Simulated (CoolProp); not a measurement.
Saturation properties of normal hydrogen.

Values from CoolProp's reference Helmholtz-energy equation of state, Leachman 2009.

```json
[
 {"T (°C)": "-248.25", "p (MPa)": "0.3143", "vapour density (kg/m³)": "3.814", "enthalpy of vaporisation (kJ/kg)": "410.5", "liquid cp (kJ/(kg K))": "13.19"},
 {"T (°C)": "-247.15", "p (MPa)": "0.3940", "vapour density (kg/m³)": "4.767", "enthalpy of vaporisation (kJ/kg)": "394.8", "liquid cp (kJ/(kg K))": "14.49"},
 {"T (°C)": "-246.15", "p (MPa)": "0.4779", "vapour density (kg/m³)": "5.805", "enthalpy of vaporisation (kJ/kg)": "377.5", "liquid cp (kJ/(kg K))": "15.99"},
 {"T (°C)": "-245.15", "p (MPa)": "0.5736", "vapour density (kg/m³)": "7.049", "enthalpy of vaporisation (kJ/kg)": "356.7", "liquid cp (kJ/(kg K))": "17.98"},
 {"T (°C)": "-244.05", "p (MPa)": "0.6936", "vapour density (kg/m³)": "8.729", "enthalpy of vaporisation (kJ/kg)": "328.9", "liquid cp (kJ/(kg K))": "21.16"},
 {"T (°C)": "-243.05", "p (MPa)": "0.8174", "vapour density (kg/m³)": "10.66", "enthalpy of vaporisation (kJ/kg)": "297.4", "liquid cp (kJ/(kg K))": "25.89"},
 {"T (°C)": "-242.05", "p (MPa)": "0.9563", "vapour density (kg/m³)": "13.20", "enthalpy of vaporisation (kJ/kg)": "256.7", "liquid cp (kJ/(kg K))": "35.06"},
 {"T (°C)": "-240.95", "p (MPa)": "1.129", "vapour density (kg/m³)": "17.48", "enthalpy of vaporisation (kJ/kg)": "190.7", "liquid cp (kJ/(kg K))": "68.28"}
]
```

It boils at -252.8 °C under 1 atm.
